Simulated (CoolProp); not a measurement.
R404A at several states: density (kg/m³) from the reference equation and from simpler models built on Tc = 345.3 K, pc = 37.35 bar, ω = 0.293; each cubic takes its own stable root.

The numbers come from the reference Helmholtz-energy equation of state, Lemmon 2003 in CoolProp. It is a pseudo-pure fit of the blend.

```json
[
 {"T (K)": "293.4", "p (bar)": "19.7", "phase": "liquid", "reference": "1075", "van der Waals": "614.4", "Redlich-Kwong": "860.3", "Peng-Robinson": "[?]"},
 {"T (K)": "422.6", "p (bar)": "0.145", "phase": "gas", "reference": "0.4031", "van der Waals": "0.4031", "Redlich-Kwong": "0.4031", "Peng-Robinson": "0.4031"},
 {"T (K)": "347.6", "p (bar)": "120", "phase": "supercritical", "reference": "[?]", "van der Waals": "648.4", "Redlich-Kwong": "[?]", "Peng-Robinson": "900.4"},
 {"T (K)": "398.6", "p (bar)": "22.4", "phase": "gas", "reference": "76.58", "van der Waals": "76.61", "Redlich-Kwong": "76.98", "Peng-Robinson": "77.17"},
 {"T (K)": "304.7", "p (bar)": "27", "phase": "liquid", "reference": "[?]", "van der Waals": "595.5", "Redlich-Kwong": "[?]", "Peng-Robinson": "976.6"},
 {"T (K)": "399.8", "p (bar)": "2.3", "phase": "gas", "reference": "6.845", "van der Waals": "6.841", "Redlich-Kwong": "6.847", "Peng-Robinson": "6.852"}
]
```

Question: What belongs in the gaps?

Answer: 
- 293.4, Peng-Robinson: 1034
- 347.6, reference: 943.3
- 347.6, Redlich-Kwong: 811.3
- 304.7, reference: 1028
- 304.7, Redlich-Kwong: 815.9
